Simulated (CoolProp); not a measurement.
A simple Rankine cycle with R21: condensing at 325.15 K, boiler at 1.96 MPa, turbine inlet 472 K, turbine efficiency 0.9, pump efficiency 0.8, no recuperator. Each further row changes one setting.

Values from CoolProp's reference Helmholtz-energy equation of state, Platzer 1990. This equation is an older, rougher fit; its heat capacities, sound speeds and derivatives of the liquid may be far off and weren't checked against measurements.

```
case                             thermal efficiency (%)  net work (kJ/kg)  heat in (kJ/kg)  turbine exit temperature (K)  volume ratio over the turbine
-------------------------------  ----------------------  ----------------  ---------------  ----------------------------  -----------------------------
as stated                                          14.0              42.7              304                         393.6                           4.22
condensing temperature 317.15 K                    15.6              48.7              313                         383.4                           5.21
boiler pressure 1.37 MPa                           11.2              34.7              310                         413.0                           2.99
turbine efficiency 0.8                             12.4              37.8              304                         400.5                           4.31
```
